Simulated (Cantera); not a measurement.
What does this Cantera script print?

```python
import numpy as np
import cantera as ct

gas_names = """
    P2 NO N
""".split()
cond_names = """
    P4O10(s)
""".split()


# ... load() reads the species with a 1 bar reference pressure and builds the phases ...
species = {s.name: s for s in load("nasa_gas.yaml", gas_names) + load("nasa_condensed.yaml", cond_names)}
# Each term lists the table entries of one substance; the one whose range holds T is used.
reactions = {
    '2 P2(g) + 10 NO(g) = 10 N(g) + P4O10':
        [(-2, ['P2']), (-10, ['NO']), (10, ['N']), (1, ['P4O10(s)'])],
}


def pick(names, T):
    return next(species[n] for n in names if species[n].thermo.min_temp <= T <= species[n].thermo.max_temp)


results = []
for label, terms in reactions.items():
    print(label)
    print("     T/K   dH/kJ  dS/(J/K)   dG/kJ   log10 K")
    for T in [498, 523, 548, 573, 598, 623, 648, 673]:
        used = [(nu, pick(names, T)) for nu, names in terms]
        dH = sum(nu * s.thermo.h(T) for nu, s in used) / 1e6
        dS = sum(nu * s.thermo.s(T) for nu, s in used) / 1e3
        dG = dH - T * dS / 1e3
        logK = -dG * 1e6 / (ct.gas_constant * T * np.log(10))
        results.append((label, T, dH, dS, dG, logK, [s.name for _, s in used]))
        print(f"{T:8g} {dH:8.1f} {dS:8.1f} {dG:8.1f} {logK:8.2f}")
```

Output:

```
2 P2(g) + 10 NO(g) = 10 N(g) + P4O10
     T/K   dH/kJ  dS/(J/K)   dG/kJ   log10 K
     498    536.4   -733.1    901.5   -94.56
     523    539.9   -726.4    919.8   -91.86
     548    543.5   -719.7    937.9   -89.39
     573    547.2   -713.0    955.8   -87.13
     598    551.1   -706.3    973.5   -85.03
     623    555.2   -699.6    991.1   -83.09
     648    559.4   -693.0   1008.5   -81.29
     673    563.8   -686.4   1025.7   -79.61
```

Source: NASA polynomial tables (part measured, part estimated), evaluated in Cantera. Condensed species are held in their standard states even where they would react or evaporate.
